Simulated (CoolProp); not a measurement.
The fluid at 345.34 K and 12.4 MPa flows at 2.1 m/s in a round tube of 10 mm bore and 0.25 µm roughness, fully developed (64/Re and Nu = 3.66 if laminar; Colebrook and Gnielinski if turbulent). The same conditions are run with several fluids, on thermodynamics alone (safety and materials aside).

Model: reference Helmholtz-energy equation of state of each fluid (oxygen: Schmidt 1985; dry air: Lemmon 2000; R404A: Lemmon 2003; ethane: Bücker 2006; normal hydrogen: Leachman 2009), in CoolProp. Blends and air are pseudo-pure fits.

| fluid | Reynolds number | Darcy friction factor | pressure drop (Pa/m) | heat-transfer coefficient (W/(m² K)) | mass flow (kg/h) |
|---|---|---|---|---|---|
| oxygen | 114000 | 0.0177 | 546 | 753 | 83.3 |
| dry air | 112000 | 0.0177 | 477 | 715 | 72.5 |
| R404A | 198000 | 0.0159 | 3350 | 4160 | 569 |
| ethane | 180000 | 0.0162 | 1020 | 3700 | 169 |
| normal hydrogen | 17200 | 0.0269 | 48.4 | 959 | 4.84 |

Above 300 K oxygen's equation is extrapolated.

Transport values come from each fluid's own correlations.
